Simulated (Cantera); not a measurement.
Charge: 1 mol CH3F, 0.27 mol F2, 3.9 mol H2, held at 2427 °C and 13.0 mbar.

These are equilibrium values from Cantera (NASA tables, ideal gas, pure condensed phases), not measurements of a reactor. Candidate condensed phases: C, C6H6, C7H8, C8H18; 95 gas species. Rates play no part.

Base state: H2 0.447, H 0.333, HF 0.207, C2H2 (acetylene) 0.0105, C2H 0.000834, C3 0.000677, F 0.000523, C 0.000163 (mole fractions); condensed: C(graphite).

Question: What changes in the equilibrium state with this change: temperature from 2427 °C to 1825 °C?

Answer: 
```tsv
species	before	after
H2	0.447	0.729
HF	0.207	0.247
H	0.333	0.0230
C2H2 (acetylene)	0.0105	0.00104
C2	6.48e-5	1.82e-9
C3	0.000677	2.12e-8
C(graphite), mol	0.810	0.987
```
